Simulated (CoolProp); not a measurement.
Saturated liquid density (kg/m³) of n-hexane: the reference equation beside estimates from Tc = 507.8 K, pc = 3044 kPa, ω = 0.300. Rackett uses Z = 0.29056 − 0.08775 ω.

Model: reference Helmholtz-energy equation of state, Thol 2019, in CoolProp.

```json
[
 {"T (K)": "243.2", "reference": "703.1", "Rackett": "709.9", "van der Waals": "412.1", "Redlich-Kwong": "612.5"},
 {"T (K)": "270.8", "reference": "679.2", "Rackett": "686.0", "van der Waals": "399.6", "Redlich-Kwong": "592.0"},
 {"T (K)": "298.4", "reference": "654.5", "Rackett": "660.9", "van der Waals": "386.2", "Redlich-Kwong": "569.3"},
 {"T (K)": "326", "reference": "628.8", "Rackett": "634.5", "van der Waals": "371.7", "Redlich-Kwong": "544.1"},
 {"T (K)": "353.6", "reference": "601.5", "Rackett": "606.2", "van der Waals": "355.8", "Redlich-Kwong": "516.1"},
 {"T (K)": "381.3", "reference": "572.0", "Rackett": "575.4", "van der Waals": "338.1", "Redlich-Kwong": "484.6"},
 {"T (K)": "408.9", "reference": "539.3", "Rackett": "541.5", "van der Waals": "318.2", "Redlich-Kwong": "448.8"},
 {"T (K)": "436.5", "reference": "501.4", "Rackett": "502.7", "van der Waals": "295.0", "Redlich-Kwong": "407.1"},
 {"T (K)": "464.1", "reference": "454.2", "Rackett": "455.2", "van der Waals": "266.6", "Redlich-Kwong": "356.2"},
 {"T (K)": "491.7", "reference": "383.3", "Rackett": "386.4", "van der Waals": "226.4", "Redlich-Kwong": "285.9"}
]
```

Absolute difference from the reference over all 10 rows, mean and median: Rackett 0.7 and 0.8 %, van der Waals 41.1 and 41.0 %, Redlich-Kwong 16.4 and 14.7 %.
